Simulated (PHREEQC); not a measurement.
A solution holds 0.0081 mol/kgw HF, 0.00023 mol/kgw H2SiF6 and 0.039 mol/kgw H2SO4, at 44 °C. Closed to the air; pH follows from the charge balance.

Equilibrium calculation in PHREEQC: ion-association model, phreeqc.dat.

Precipitation was switched off in this run.

Q: Predict the pH.

A: pH 1.39.

Q: In which forms is Si present?

A: SiF6-2 63 %, H4SiO4 37 % of the Si.

Away from 25 °C the constants follow the database's enthalpies or fits; those with neither stay at their 25 °C values. SiF6-2 is the database's only silicon fluoride.
